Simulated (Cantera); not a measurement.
An isothermal, constant-pressure homogeneous reactor starts with 1.26 % CH₄, 97.0 % H₂, 1.75 % CO₂, at 2425 K and 1330 Pa.

Cantera simulation using GRI-Mech 3.0 (53 species, 325 reactions); the numbers are that mechanism's predictions, not measurements. Radical loss at walls, strong at low pressure, is not modelled.

x: mole fraction; the columns are a selection and need not sum to one.

```tsv
t (s)	x CH₄	x H₂	x CO₂	x HCO	x H
9.00e-5	0.0124	0.969	0.0174	1.68e-10	0.000727
0.000232	0.0121	0.968	0.0172	(withheld)	0.00191
0.000598	0.0114	0.964	0.0162	(withheld)	0.00488
0.00154	0.00967	0.952	0.0108	(withheld)	0.0117
0.00398	0.00526	0.934	0.00120	(withheld)	0.0226
0.0102	0.00130	0.928	5.10e-5	(withheld)	0.0315
0.0264	0.000399	0.922	4.89e-5	(withheld)	0.0392
0.0681	0.000184	0.915	4.09e-5	(withheld)	0.0494
0.176	3.63e-5	0.901	2.74e-5	(withheld)	0.0657
0.453	1.73e-8	0.873	2.35e-5	(withheld)	0.0947
1.17	4.49e-12	0.839	2.33e-5	8.66e-9	0.130
3.01	3.06e-12	0.827	2.32e-5	8.21e-9	0.142
7.76	3.03e-12	0.826	2.32e-5	8.20e-9	0.142
20.0	3.03e-12	0.826	2.32e-5	8.20e-9	0.142
```

Problem. Complete the blanks.

Solution. 
- 0.000232, x HCO: 3.58e-9
- 0.000598, x HCO: 3.49e-8
- 0.00154, x HCO: 1.60e-7
- 0.00398, x HCO: 2.76e-7
- 0.0102, x HCO: 1.47e-7
- 0.0264, x HCO: 7.37e-8
- 0.0681, x HCO: 4.76e-8
- 0.176, x HCO: 2.04e-8
- 0.453, x HCO: 1.04e-8
